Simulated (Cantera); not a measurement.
Input: 1 mol SiCl4, 0.22 mol HCl, 160 mol H2, held at 0.00140 bar.

Cantera equilibrium calculation (NASA polynomials, part measured and part estimated; ideal gas, pure solids and liquids). Candidate condensed phases: Si; 19 gas species. Gases not in the tables: Si2H6 and higher silanes. Kinetics and transport are ignored.

Question: What share of the Si ends up in condensed phases as a function of T (K), at 975, 1125, 1275, 1425, 1575, 1725, 1875, 2025, 2175, 2325?

Answer: 
```
T (K)  Si condensed (%)     as
-----  ----------------  -----
975                57.9  Si(s)
1125               78.6  Si(s)
1275               76.6  Si(s)
1425               73.8  Si(s)
1575               70.5  Si(s)
1725               57.2  Si(l)
1875                0.0      -
2025                0.0      -
2175                0.0      -
2325                0.0      -
```
